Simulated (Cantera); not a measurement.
An isothermal, constant-pressure homogeneous reactor starts with CH4 : H2 : N2 = 1 : 2 : 0.068 (molar parts), at 1775 K and 0.410 bar.

Computed with Cantera and GRI-Mech 3.0 (53 species, 325 reactions). GRI-Mech 3.0 stops at C3 and has no aromatics, soot or wall deposition, so with more carbon than oxygen in the feed, carbon stays in small species such as C2H2 where larger ones or solid carbon would form.

x: mole fraction; the columns are a selection and need not sum to one.

```json
[
 {"t (s)": "0.000200", "x CH4": "0.321", "x H2": "0.653", "x C2H": "1.52e-10", "x C2H6": "0.000250", "x C2H2": "6.27e-5", "x C2H4": "0.000621", "x CH3": "0.00197"},
 {"t (s)": "0.000654", "x CH4": "0.306", "x H2": "0.662", "x C2H": "[?]", "x C2H6": "[?]", "x C2H2": "[?]", "x C2H4": "[?]", "x CH3": "[?]"},
 {"t (s)": "0.00214", "x CH4": "0.262", "x H2": "0.691", "x C2H": "5.95e-8", "x C2H6": "0.000299", "x C2H2": "0.0190", "x C2H4": "0.00446", "x CH3": "0.00208"},
 {"t (s)": "0.00700", "x CH4": "0.177", "x H2": "0.745", "x C2H": "1.73e-7", "x C2H6": "0.000144", "x C2H2": "0.0530", "x C2H4": "0.00248", "x CH3": "0.00147"},
 {"t (s)": "0.0229", "x CH4": "0.0846", "x H2": "0.805", "x C2H": "3.12e-7", "x C2H6": "3.62e-5", "x C2H2": "0.0895", "x C2H4": "0.00131", "x CH3": "0.000753"},
 {"t (s)": "0.0749", "x CH4": "0.0300", "x H2": "0.840", "x C2H": "4.11e-7", "x C2H6": "5.22e-6", "x C2H2": "0.110", "x C2H4": "0.00112", "x CH3": "0.000287"},
 {"t (s)": "0.245", "x CH4": "0.0111", "x H2": "0.853", "x C2H": "4.52e-7", "x C2H6": "9.50e-7", "x C2H2": "0.118", "x C2H4": "0.00114", "x CH3": "0.000109"},
 {"t (s)": "0.801", "x CH4": "0.00783", "x H2": "0.855", "x C2H": "4.60e-7", "x C2H6": "6.02e-7", "x C2H2": "0.119", "x C2H4": "0.00115", "x CH3": "7.78e-5"},
 {"t (s)": "2.62", "x CH4": "0.00778", "x H2": "0.855", "x C2H": "4.60e-7", "x C2H6": "5.98e-7", "x C2H2": "0.119", "x C2H4": "0.00115", "x CH3": "7.74e-5"},
 {"t (s)": "8.57", "x CH4": "0.00778", "x H2": "0.855", "x C2H": "4.60e-7", "x C2H6": "5.98e-7", "x C2H2": "0.119", "x C2H4": "0.00115", "x CH3": "7.74e-5"},
 {"t (s)": "28.0", "x CH4": "0.00778", "x H2": "0.855", "x C2H": "4.60e-7", "x C2H6": "5.98e-7", "x C2H2": "0.119", "x C2H4": "0.00115", "x CH3": "7.74e-5"},
 {"t (s)": "91.7", "x CH4": "0.00778", "x H2": "0.855", "x C2H": "4.60e-7", "x C2H6": "5.98e-7", "x C2H2": "0.119", "x C2H4": "0.00115", "x CH3": "7.74e-5"},
 {"t (s)": "300", "x CH4": "0.00778", "x H2": "0.855", "x C2H": "4.60e-7", "x C2H6": "5.98e-7", "x C2H2": "0.119", "x C2H4": "0.00115", "x CH3": "7.74e-5"}
]
```

Fill in the missing entries.


- 0.000654, x C2H: 8.17e-9
- 0.000654, x C2H6: 0.000402
- 0.000654, x C2H2: 0.00263
- 0.000654, x C2H4: 0.00380
- 0.000654, x CH3: 0.00240
